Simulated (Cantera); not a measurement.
A closed system holds: 1 mol SiF₄, 18 mol N₂, equilibrated at 0.00750 bar.

Equilibrium computed with Cantera from the NASA thermochemical tables; the gas is ideal and each condensed phase is pure. Candidate condensed phases: Si, Si₃N₄; 16 gas species. Kinetics and transport are ignored. All values below are at 1202 °C.

Base state: N₂ 0.947, SiF₄ 0.0526 (mole fractions); condensed: gas only.

### Question
What changes in the equilibrium state with this change: SiF₄ replaced by SiHCl₃?

### Answer
| species | before | after |
|---|---|---|
| N₂ | 0.947 | 0.906 |
| HCl | 0 | 0.0425 |
| SiCl₂ | 0 | 0.0373 |
| SiF₄ | 0.0526 | 0 |
| SiCl₃ | 0 | 0.00639 |
| H₂ | 0 | 0.00397 |
| Si₃N₄(s), mol | 0 | 0.0196 |
N₂ is the only nitrogen source here; it is nearly inert below about 1500 K, so the nitride shown seldom forms there in practice. The tables' values for SiCl₃ are old estimates; treat these amounts as uncertain. Further candidate phases: NH₄Cl.
